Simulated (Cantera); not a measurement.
# ZrN + N2 (sublimation and decomposition of ceramics)

Charge: 1 mol ZrN, 0.3 mol N2, at 13.3 mbar.

Cantera equilibrium calculation (NASA polynomials, part measured and part estimated; ideal gas, pure solids and liquids). Candidate condensed phases: Zr, ZrN; 9 gas species. Ions and electrons are included (thermal ionisation). ZrN: taken at fixed stoichiometry. Condensed phases not in the tables: N, O or C dissolved in the metal. Equilibrium is a limit: real reactors are often held back by kinetics, nucleation or transport.

```json
[
 {"T (K)": "2500", "log p N2": "-1.88", "log p Zr": "-7.44", "log p N": "-7.47", "log p e-": "<-13", "log p N+": "<-13", "n ZrN(s)": "1.000", "n Zr(l)": "0"},
 {"T (K)": "3000", "log p N2": "-1.88", "log p Zr": "-4.13", "log p N": "-5.79", "log p e-": "-12.59", "log p N+": "<-13", "n ZrN(s)": "0.998", "n Zr(l)": "0"},
 {"T (K)": "3500", "log p N2": "-2.21", "log p Zr": "-2.14", "log p N": "-4.76", "log p e-": "-10.78", "log p N+": "-11.89", "n ZrN(s)": "0", "n Zr(l)": "0.0669"},
 {"T (K)": "4000", "log p N2": "-2.23", "log p Zr": "-2.13", "log p N": "-3.87", "log p e-": "-9.25", "log p N+": "-9.76", "n ZrN(s)": "0", "n Zr(l)": "0"},
 {"T (K)": "4500", "log p N2": "-2.26", "log p Zr": "-2.14", "log p N": "-3.18", "log p e-": "-7.97", "log p N+": "-8.19", "n ZrN(s)": "0", "n Zr(l)": "0"},
 {"T (K)": "5000", "log p N2": "-2.36", "log p Zr": "-2.17", "log p N": "-2.66", "log p e-": "-6.91", "log p N+": "-6.99", "n ZrN(s)": "0", "n Zr(l)": "0"}
]
```
log p: log10 of the partial pressure in bar; n: condensed amount in mol.

From 2500 K to 3000 K the condensed part is ZrN(s). At 3500 K the condensed part is Zr(l). From 4000 K to 5000 K nothing is condensed. The main Zr-bearing gas is Zr throughout.
